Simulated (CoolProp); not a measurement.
Vapour-liquid equilibrium of carbonyl sulfide (1) + propane (2) at 25.4 bar; x and y are mole fractions of (1).

Computed with CoolProp (multi-fluid Helmholtz-energy mixture model, Lemmon 2006 and Lemmon 2009; pair parameters Bell 2016).

Question: Give the bubble temperature and the first vapour's composition at x = 0.425, 0.5, 0.65. Is there an azeotrope?

Answer: x = 0.425: 335.6 K, y = 0.463; x = 0.5: 334.7 K, y = 0.538; x = 0.65: 332.9 K, y = 0.684. No azeotrope shows between x = 0.05 and 0.95.

Pair parameters are fitted to limited data, so mixtures are less certain than the pure fluids.
